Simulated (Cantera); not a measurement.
## MgO + HCl (chemical vapour transport)

Input: 1 mol MgO, 0.13 mol HCl, held at 1.00 bar.

Method: chemical equilibrium by Gibbs-energy minimisation in Cantera with the NASA 1993 tables (ideal gas, pure condensed phases). Candidate condensed phases: H₂O, Mg, MgCl₂, MgO, Mg(OH)₂; 22 gas species. Mutual solubility and eutectic melting of coexisting phases are not modelled. Kinetics and transport are ignored.

```csv
T (K),log p HCl,log p MgCl₂,log p H₂O,log p Cl,n MgCl₂(l),n MgO(s)
1098,-0.02,-2.83,-1.27,-5.27,0.00639,0.993
1198,-0.02,-2.08,-1.44,-4.61,0.00353,0.995
1298,-0.03,-1.53,-1.53,-4.06,0,0.996
1398,-0.04,-1.34,-1.34,-3.60,0,0.994
1498,-0.06,-1.19,-1.19,-3.22,0,0.992
1598,-0.08,-1.06,-1.06,-2.90,0,0.989
1698,-0.11,-0.96,-0.96,-2.63,0,0.986
```
log p: log10 of the partial pressure in bar; n: condensed amount in mol.

From 1098 K to 1198 K the condensed part is MgCl₂(l) + MgO(s). From 1298 K to 1698 K the condensed part is MgO(s). The main Mg-bearing gas is MgCl₂ throughout. The share of Mg in condensed phases is highest at 1098 K (100.0 %) and lowest at 1698 K (98.6 %).
